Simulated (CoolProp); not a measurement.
Vapour-liquid equilibrium of R134a (1) + R236FA (2) at 16.45 °C; x and y are mole fractions of (1).

Values from CoolProp's multi-fluid Helmholtz-energy mixture model, Tillner-Roth 1994 and Pan 2012; pair parameters Bell 2016.

```tsv
x	bubble pressure, mixture model (bar)	bubble pressure, Raoult's law (bar)	y, mixture model	y, Raoult's law
0.05	2.167	2.178	0.108	0.117
0.2	2.602	2.642	0.363	0.387
0.35	3.046	3.106	0.550	0.576
0.5	3.501	3.570	0.694	0.717
0.65	3.970	4.033	0.808	0.824
0.8	4.452	4.497	0.901	0.910
0.95	4.948	4.961	0.977	0.980
```

The largest gap from Raoult's law is -1.9 % in bubble pressure, at x = 0.35. No azeotrope shows between x = 0.05 and 0.95.

Pair parameters are fitted to limited data, so mixtures are less certain than the pure fluids.
